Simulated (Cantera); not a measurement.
An isothermal, constant-pressure homogeneous reactor starts with 16.7 % C₂H₆, 83.3 % H₂, at 1973 K and 1600 Pa.

Model: GRI-Mech 3.0 (53 species, 325 reactions), integrated in Cantera. GRI-Mech 3.0 stops at C3 and has no aromatics, soot or wall deposition, so with more carbon than oxygen in the feed, carbon stays in small species such as C2H2 where larger ones or solid carbon would form. Radical loss at walls, strong at low pressure, is not modelled.

One state of this run: x C₂H₆ = 0.000105; x H₂ = 0.793; x CH₂ = 5.69e-5; x CH₃ = 0.0174; x C₂H = 1.09e-5; x CH₄ = 0.104; x H = 0.00693. x: mole fraction; the columns are a selection and need not sum to one.

Problem. Which value of t (s) does it belong to?
A) 0.000875
B) 0.457
C) 0.00191
D) 0.0200

Solution. A, 0.000875
